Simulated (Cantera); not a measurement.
Feed: 1 mol BN, 2.9 mol NF3, 74 mol H2, at 1700 °C and 750 Torr.

These are equilibrium values from Cantera (NASA tables, ideal gas, pure condensed phases), not measurements of a reactor. Candidate condensed phases: B, BN; 31 gas species. The tables' values for BF2 are old estimates; treat these amounts as uncertain. Kinetics and transport are ignored.

Base state: H2 0.888, HF 0.0737, N2 0.0244, BF3 0.0103, H 0.00127, BF2 0.00117, BHF2 0.000974, BF 9.65e-5 (mole fractions); condensed: gas only.

Task: What changes in the equilibrium state with this change: temperature from 1700 °C to 1500 °C?

Result: 
| species | before | after |
|---|---|---|
| H2 | 0.888 | 0.891 |
| HF | 0.0737 | 0.0721 |
| N2 | 0.0244 | 0.0244 |
| BF3 | 0.0103 | 0.0118 |
| BF | 9.65e-5 | 4.81e-6 |
| BF2 | 0.00117 | 0.000221 |
| H | 0.00127 | 0.000268 |
